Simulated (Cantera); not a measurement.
A Cantera script and what it prints.

```python
import numpy as np
import cantera as ct

gas_names = """
    C CN CO CO2 C2 CCN CNC C2N2 C2O C3 C3O2 C4 C4N2 C5 N NCO NO NO2 NO3 N2 N2O O O2 O3 Si SiC SiC2 SiN
    SiO SiO2 Si2 Si2C Si2N Si3
""".split()
cond_names = """
    C(gr) Si(cr) Si(L) SiC(b) SiO2(Lqz) SiO2(hqz) SiO2(L) Si2N2O(s) Si3N4(a)
""".split()


# ... load() reads the species with a 1 bar reference pressure and builds the phases ...
atoms = {
    'Si': {'Si': 1},
    'CO2': {'C': 1, 'O': 2},
    'N2': {'N': 2},
}
top_T = {'C(gr)': 4500, 'SiC(b)': 3050, 'Si2N2O(s)': 2100, 'Si3N4(a)': 2400}  # K; cautious upper limits of use, not melting points


# ... equilibrate(T, P, feed) seeds the gas with the atoms and calls Mixture.equilibrate('TP', solver="vcs", rtol=1e-11, max_steps=5000) ...
results = []
feed = {'Si': 1, 'CO2': 0.078, 'N2': 270}  # mol
P = 100000  # Pa
for T in [1598, 1673, 1748, 1823, 1898, 1973, 2048, 2123, 2198, 2273]:
    mix = equilibrate(T, P, feed)
    results.append((T, P, feed, dict(zip(mix.species_names, mix.species_moles))))

top = {s: max(r[3][s] / sum(r[3][g] for g in gas_names) for r in results) for s in gas_names}
cols = sorted((s for s in top if top[s] > 0.0001), key=lambda s: -top[s])[:9]
seen = [c for c in cond_names if any(r[3].get(c, 0) > 1e-12 for r in results)]
print("log10 of partial pressures in bar; condensed amounts in mol")
print(f"{'T/K':>10s}" + "".join(f"{s[:9]:>10s}" for s in cols + seen))
for T, P, feed, n in results:
    ng = sum(n[g] for g in gas_names)
    print(f"{T:10.4g}" + "".join(f"{np.log10(max(n[s] / ng * P / 1e5, 1e-99)):10.3f}" for s in cols)
          + "".join(f"{n.get(c, 0):10.4g}" for c in seen))
```

Result:

```
log10 of partial pressures in bar; condensed amounts in mol
       T/K        N2        Si       SiO        CO      Si2N       SiN     Si(L)    SiC(b) Si2N2O(s)  Si3N4(a)
      1598    -0.000    -9.388    -6.273    -3.538   -11.586    -9.450         0         0   0.07786    0.2814
      1673    -0.000    -8.380    -5.431    -3.538   -10.305    -8.559         0         0     0.077    0.2817
      1748    -0.000    -7.460    -4.663    -3.538    -9.137    -7.745         0         0   0.07214    0.2833
      1823    -0.000    -6.617    -3.960    -3.538    -8.068    -7.000         0         0   0.04846    0.2911
      1898    -0.000    -5.842    -3.539    -3.539    -7.086    -6.315         0         0         0    0.3071
      1973    -0.000    -5.128    -3.538    -3.539    -6.181    -5.684         0         0         0    0.3063
      2048    -0.000    -4.466    -3.538    -3.540    -5.345    -5.099         0         0         0    0.3025
      2123    -0.000    -3.853    -3.506    -3.575    -4.570    -4.557         0  0.004344         0    0.2824
      2198    -0.000    -3.442    -3.495    -3.589    -4.169    -4.213    0.7449  0.002252         0         0
      2273    -0.001    -3.136    -3.483    -3.606    -3.951    -3.969    0.5937         0         0         0
```

Method: chemical equilibrium by Gibbs-energy minimisation in Cantera with the NASA 1993 tables (ideal gas, pure condensed phases). Mutual solubility and eutectic melting of coexisting phases are not modelled. The tables' values for SiN are old estimates; treat these amounts as uncertain.
